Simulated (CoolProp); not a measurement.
50 sccm (0 °C, 1 atm) of nitrogen bubbles through liquid octamethylcyclotetrasiloxane (D4) at 339.5 K and leaves saturated at a total pressure of 0.0499 MPa (ideal gas phase). Each further row changes one setting.

Computed with CoolProp (reference Helmholtz-energy equation of state, Thol 2015).

```
case                       vapour pressure (kPa)  mole fraction of vapour  delivery (mg/min)  delivery (sccm)  change of delivery for a bath 1 K warmer (%)
-------------------------  ---------------------  -----------------------  -----------------  ---------------  --------------------------------------------
as stated                                   1.81                   0.0363               24.9             1.89                                           5.6
bath temperature 344.5 K                     ___                      ___                ___              ___                                           5.5
total pressure 0.0998 MPa                   1.81                   0.0182               12.2              ___                                           5.5
```

Question: What belongs in the gaps?

Answer: 
- bath temperature 344.5 K, vapour pressure (kPa): 2.35
- bath temperature 344.5 K, mole fraction of vapour: 0.0471
- bath temperature 344.5 K, delivery (mg/min): 32.7
- bath temperature 344.5 K, delivery (sccm): 2.47
- total pressure 0.0998 MPa, delivery (sccm): 0.925
